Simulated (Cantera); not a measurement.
What does this Cantera script print?

```python
import numpy as np
import cantera as ct

gas = ct.Solution("gri30.yaml")


def delay(T, t_max=10):
    gas.TPX = T, 3000000, {'H2': 1, 'O2': 1.06, 'N2': 4.04}
    reactor = ct.IdealGasReactor(gas, clone=False)
    net = ct.ReactorNet([reactor])
    net.rtol, net.atol = 1e-8, 1e-16
    while net.time < t_max:
        t_old, T_old = net.time, reactor.T
        net.step()
        if reactor.T > T + 400:  # ignition: a rise of 400 K
            return t_old + (T + 400 - T_old) / (reactor.T - T_old) * (net.time - t_old)
    return np.nan


taus = []
for T in [875, 925, 975, 1025, 1075, 1125]:
    taus.append(delay(T))
    print(f"T0 = {T:6g} K   tau = {taus[-1]:.4e} s")
```

It prints:

```
T0 =    875 K   tau = 1.6011e-01 s
T0 =    925 K   tau = 4.0699e-02 s
T0 =    975 K   tau = 1.2012e-02 s
T0 =   1025 K   tau = 3.9904e-03 s
T0 =   1075 K   tau = 1.4533e-03 s
T0 =   1125 K   tau = 5.6727e-04 s
```

Cantera simulation using GRI-Mech 3.0 (53 species, 325 reactions); the numbers are that mechanism's predictions, not measurements. The hydrogen kinetics of GRI-Mech 3.0 are dated; newer H2 mechanisms differ, most at raised pressure. The pressure lies above the range GRI-Mech 3.0 was tuned for (to about 10 atm). Below about 950 K walls govern HO2 and H2O2 in real vessels.
